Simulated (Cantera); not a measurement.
Feed: 1 mol B, 0.27 mol O₂, 2 mol H₂, held at 2125 K and 1.00 bar.

These are equilibrium values from Cantera (NASA tables, ideal gas, pure condensed phases), not measurements of a reactor. Candidate condensed phases: B, B₂O₃, B₃O₃H₃, H₂O; 23 gas species. The tables' values for BH₂ are old estimates; treat these amounts as uncertain. Gases not in the tables: B₂H₆ and higher boranes. Equilibrium is a limit: real reactors are often held back by kinetics, nucleation or transport.

Base state: H₂ 0.816, HBO 0.123, B₂O₂ 0.0420, BO 0.00638, B₂O₃ 0.00621, H 0.00328, HBO₂ 0.00274, BH₂ 0.000749 (mole fractions); condensed: B(s).

Question: What changes in the equilibrium state with this change: temperature from 2125 K to 2350 K?

Answer: 
| species | before | after |
|---|---|---|
| H₂ | 0.816 | 0.795 |
| HBO | 0.123 | 0.130 |
| B₂O₂ | 0.0420 | 0.0372 |
| BO | 0.00638 | 0.0196 |
| H | 0.00328 | 0.0111 |
| B₃O₃H₃ | 0.000174 | 8.25e-6 |
| B | 9.43e-7 | 1.87e-5 |
| BH | 1.27e-6 | 1.28e-5 |
| B₂O | 0.000126 | 0.000607 |
| BH₂ | 0.000749 | 0.00204 |
| B(s), mol | 0.479 | 0 |
| B(l), mol | 0 | 0.463 |
